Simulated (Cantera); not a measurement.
A closed system holds: 1 mol MgO, 0.022 mol H₂O, 9.4 mol N₂, equilibrated at 1302 °C and 278 Torr.

Cantera equilibrium calculation (NASA polynomials, part measured and part estimated; ideal gas, pure solids and liquids). Candidate condensed phases: H₂O, Mg, MgO, Mg(OH)₂; 31 gas species. Kinetics and transport are ignored.

Base state: N₂ 0.998, H₂O 0.00232, H₂ 1.21e-5 (mole fractions); condensed: MgO(s).

What changes in the equilibrium state with this change: MgO replaced by PbO?


| species | before | after |
|---|---|---|
| N₂ | 0.998 | 0.923 |
| PbO | 0 | 0.0590 |
| Pb | 0 | 0.0108 |
| O₂ | 2.40e-6 | 0.00523 |
| H₂ | 1.21e-5 | 2.41e-7 |
| NO | 6.60e-6 | 0.000296 |
| MgO(s), mol | 1.00 | 0 |
| PbO(l), mol | 0 | 0.290 |
Gases not in the tables: (PbO)n polymers. Further candidate phases: Pb, PbO, PbO₂, Pb₃O₄.
